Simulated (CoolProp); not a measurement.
A simple Rankine cycle with c-C4F8 (RC318): condensing at 322.15 K, boiler at 2.03 MPa, turbine inlet 387.6 K, turbine efficiency 0.85, pump efficiency 0.7, no recuperator. Each further row changes one setting.

The numbers come from the reference Helmholtz-energy equation of state, Platzer 1990 in CoolProp. This equation is an older, rougher fit; its heat capacities, sound speeds and derivatives of the liquid may be far off and weren't checked against measurements.

```tsv
case	thermal efficiency (%)	net work (kJ/kg)	heat in (kJ/kg)	turbine exit temperature (K)	volume ratio over the turbine
as stated	8.0	10.8	136	358.4	3.91
turbine inlet 407.6 K	7.7	?	158	381.0	?
condensing temperature 314.15 K	9.1	13.2	?	354.3	?
boiler pressure 1.42 MPa	5.9	8.46	144	370.0	?
turbine efficiency 0.75	6.9	9.38	136	?	3.93
```

Q: What belongs in the gaps?

A: 
- turbine inlet 407.6 K, net work (kJ/kg): 12.3
- turbine inlet 407.6 K, volume ratio over the turbine: 3.64
- condensing temperature 314.15 K, heat in (kJ/kg): 145
- condensing temperature 314.15 K, volume ratio over the turbine: 4.92
- boiler pressure 1.42 MPa, volume ratio over the turbine: 2.43
- turbine efficiency 0.75, turbine exit temperature (K): 359.9
